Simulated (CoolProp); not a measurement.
Vapour-liquid equilibrium of n-octane (1) + m-xylene (2) at 118.55 °C; x and y are mole fractions of (1).

Values from CoolProp's multi-fluid Helmholtz-energy mixture model, Beckmüller 2019 and Zhou 2012; pair parameters Bell 2016.

Question: Give the bubble pressure and the first vapour's composition at x = 0.05, 0.35, 0.8. Is there an azeotrope?

Answer: x = 0.05: 0.5818 bar, y = 0.077; x = 0.35: 0.6731 bar, y = 0.445; x = 0.8: 0.7853 bar, y = 0.845. No azeotrope shows between x = 0.05 and 0.95.

Pair parameters are fitted to limited data, so mixtures are less certain than the pure fluids.
